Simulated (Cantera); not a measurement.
An isothermal plug-flow reactor at 798 K and 2.27 atm (inlet), inlet velocity 1.8 m/s, active area per volume 130 1/m; feed CO : O2 : N2 = 0.0035 : 0.092 : 0.79 (molar parts), equivalence ratio 0.019.

Cantera simulation using Deutschmann's 1995 Pt surface mechanism with GRI-Mech 3.0 gas chemistry; the numbers are that mechanism's predictions, not measurements. Catalytic surfaces can have several steady states; this one follows from the mechanism file's or the stated starting coverage. Mass transfer to the wall is taken as infinitely fast.

Question: What does this change do: temperature 798 to 1000 K?

Answer: 
```tsv
quantity	before	after
x(CO) at z = 0.0078 m	0.00310	2.24e-5
x(O2) at z = 0.0078 m	0.104	0.102
x(H2O) at z = 0.0078 m	<1e-12	<1e-12
x(CO2) at z = 0.0078 m	0.000853	0.00394
θ(free Pt) at the exit	0.0343	0.157
θ(O*) at the exit	0.965	0.843
```

Question: What does this change do: pressure from 2.27 atm to 5.33 atm?

Answer: 
```json
[
 {"quantity": "x(CO) at z = 0.0078 m", "before": "0.00310", "after": "0.00348"},
 {"quantity": "x(O2) at z = 0.0078 m", "before": "0.104", "after": "0.104"},
 {"quantity": "x(H2O) at z = 0.0078 m", "before": "<1e-12", "after": "<1e-12"},
 {"quantity": "x(CO2) at z = 0.0078 m", "before": "0.000853", "after": "0.000470"},
 {"quantity": "θ(free Pt) at the exit", "before": "0.0343", "after": "0.0254"},
 {"quantity": "θ(O*) at the exit", "before": "0.965", "after": "0.973"},
 {"quantity": "θ(CO*) at the exit", "before": "0.00116", "after": "0.00165"}
]
```
